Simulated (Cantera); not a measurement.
What does this Cantera script print?

```python
import numpy as np
import cantera as ct

gas_names = [...]  # 151 gases of nasa_gas.yaml made of C, H, N, O, Si
cond_names = """
    C(gr) C6H6(L) C7H8(L) C8H18(L),n-octa H2O(s) H2O(L) Si(cr) Si(L) SiC(b) SiO2(Lqz) SiO2(hqz) SiO2(L)
    Si2N2O(s) Si3N4(a)
""".split()


# ... load() reads the species with a 1 bar reference pressure and builds the phases ...
atoms = {
    'SiC': {'Si': 1, 'C': 1},
    'H2O': {'H': 2, 'O': 1},
    'N2': {'N': 2},
}
top_T = {'C(gr)': 4500, 'SiC(b)': 3050, 'Si2N2O(s)': 2100, 'Si3N4(a)': 2400}  # K; cautious upper limits of use, not melting points


# ... equilibrate(T, P, feed) seeds the gas with the atoms and calls Mixture.equilibrate('TP', solver="vcs", rtol=1e-11, max_steps=5000) ...
results = []
feed = {'SiC': 1, 'H2O': 0.013, 'N2': 20}  # mol
P = 2.2  # Pa
for T in [1200, 1275, 1350, 1425, 1500, 1575, 1650, 1725, 1800, 1875, 1950, 2025, 2100, 2175]:
    mix = equilibrate(T, P, feed)
    results.append((T, P, feed, dict(zip(mix.species_names, mix.species_moles))))
    x = sorted(zip(gas.X, gas.species_names), reverse=True)
    print(f"T = {T:g} K  P = {P:g} Pa  gas = {mix.phase_moles(0):.4g} mol")
    print("   x: " + "  ".join(f"{s} {v:.3e}" for v, s in x if v > 0.001))
    print("   condensed (mol): " + ("  ".join(f"{mix.phase(i).name} {mix.phase_moles(i):.4g}"
          for i in range(1, mix.n_phases) if mix.phase_moles(i) > 1e-12) or "none"))
```

Output:

```
T = 1200 K  P = 2.2 Pa  gas = 20.02 mol
   x: N2 9.989e-01
   condensed (mol): SiC(b) 0.9913  Si2N2O(s) 0.004322
T = 1275 K  P = 2.2 Pa  gas = 20.02 mol
   x: N2 9.989e-01
   condensed (mol): SiC(b) 0.9915  Si2N2O(s) 0.00397
T = 1350 K  P = 2.2 Pa  gas = 20.03 mol
   x: N2 9.987e-01
   condensed (mol): SiC(b) 0.9935
T = 1425 K  P = 2.2 Pa  gas = 20.03 mol
   x: N2 9.987e-01
   condensed (mol): SiC(b) 0.9934
T = 1500 K  P = 2.2 Pa  gas = 20.03 mol
   x: N2 9.986e-01
   condensed (mol): SiC(b) 0.9928
T = 1575 K  P = 2.2 Pa  gas = 20.03 mol
   x: N2 9.983e-01
   condensed (mol): SiC(b) 0.9904
T = 1650 K  P = 2.2 Pa  gas = 20.04 mol
   x: N2 9.979e-01
   condensed (mol): SiC(b) 0.9873
T = 1725 K  P = 2.2 Pa  gas = 20.05 mol
   x: N2 9.975e-01
   condensed (mol): C(gr) 0.001208  SiC(b) 0.984
T = 1800 K  P = 2.2 Pa  gas = 20.11 mol
   x: N2 9.946e-01  Si 3.477e-03
   condensed (mol): C(gr) 0.05527  SiC(b) 0.9273
T = 1875 K  P = 2.2 Pa  gas = 20.33 mol
   x: N2 9.838e-01  Si 1.378e-02  H 1.087e-03
   condensed (mol): C(gr) 0.2643  SiC(b) 0.7041
T = 1950 K  P = 2.2 Pa  gas = 21.02 mol
   x: N2 9.514e-01  Si 4.427e-02  SiC2 1.442e-03  H 1.136e-03
   condensed (mol): C(gr) 0.9054
T = 2025 K  P = 2.2 Pa  gas = 21.03 mol
   x: N2 9.508e-01  Si 4.464e-02  SiC2 2.073e-03  H 1.172e-03
   condensed (mol): C(gr) 0.8871
T = 2100 K  P = 2.2 Pa  gas = 21.04 mol
   x: N2 9.504e-01  Si 4.428e-02  SiC2 2.854e-03  H 1.189e-03
   condensed (mol): C(gr) 0.8526
T = 2175 K  P = 2.2 Pa  gas = 21.05 mol
   x: N2 9.496e-01  Si 4.351e-02  SiC2 3.798e-03  H 1.199e-03
   condensed (mol): C(gr) 0.7989
```

Equilibrium computed with Cantera from the NASA thermochemical tables; the gas is ideal and each condensed phase is pure. N2 is the only nitrogen source here; it is nearly inert below about 1500 K, so the nitride shown seldom forms there in practice. Mutual solubility and eutectic melting of coexisting phases are not modelled. The tables' values for SiN are old estimates; treat these amounts as uncertain.
